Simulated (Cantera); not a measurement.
Feed: 1 mol FeCl3, 0.51 mol H2O, 380 mol N2, 0.051 mol O2, at 1500 K and 7.80 Pa.

These are equilibrium values from Cantera (NASA tables, ideal gas, pure condensed phases), not measurements of a reactor. Candidate condensed phases: Fe, FeCl2, FeCl3, FeO, Fe(OH)2, Fe(OH)3, Fe2O3, Fe3O4, H2O, NH4Cl; 37 gas species. The numbers say what is thermodynamically allowed, not how fast it happens.

Base state: N2 0.994, FeCl2 0.00229, HCl 0.00186, Cl 0.00141, H2O 0.000394, O2 0.000355, NO 5.65e-5, OH 1.06e-5 (mole fractions); condensed: Fe3O4(s).

Q: What changes in the equilibrium state with this change: temperature from 1500 K to 848.15 K?

A: 
| species | before | after |
|---|---|---|
| N2 | 0.994 | 0.995 |
| HCl | 0.00186 | 0.00267 |
| FeCl2 | 0.00229 | 0.000913 |
| Cl | 0.00141 | 7.94e-5 |
| FeCl3 | 1.45e-8 | 0.000639 |
| Cl2 | 4.53e-8 | 0.000681 |
| OH | 1.06e-5 | <1e-9 |
| NO | 5.65e-5 | 1.33e-8 |
| Fe3O4(s), mol | 0.0400 | 0 |
| Fe2O3(s), mol | 0 | 0.204 |
Condensed phases not in the tables: FeOCl.

Q: What changes in the equilibrium state with this change: FeCl3 replaced by SrCl2?

A: 
| species | before | after |
|---|---|---|
| N2 | 0.994 | 0.996 |
| SrCl2 | 0 | 0.00232 |
| H2O | 0.000394 | 0.00108 |
| FeCl2 | 0.00229 | 0 |
| Cl | 0.00141 | 0.000148 |
| H2 | 4.48e-6 | 2.40e-5 |
| Fe3O4(s), mol | 0.0400 | 0 |
| SrO(s), mol | 0 | 0.114 |
Condensed phases not in the tables: oxide chlorides. Further candidate phases: Sr, SrCl2, SrO, Sr(OH)2.

Q: What changes in the equilibrium state with this change: O2 from 0.051 to 2.2 mol?

A: 
```csv
species,before,after
N2,0.994,0.988
O2,0.000355,0.00535
Cl,0.00141,0.00285
FeCl2,0.00229,0.00154
O,8.65e-6,3.36e-5
NO,5.65e-5,0.000219
"Fe3O4(s), mol",0.0400,0.136
```
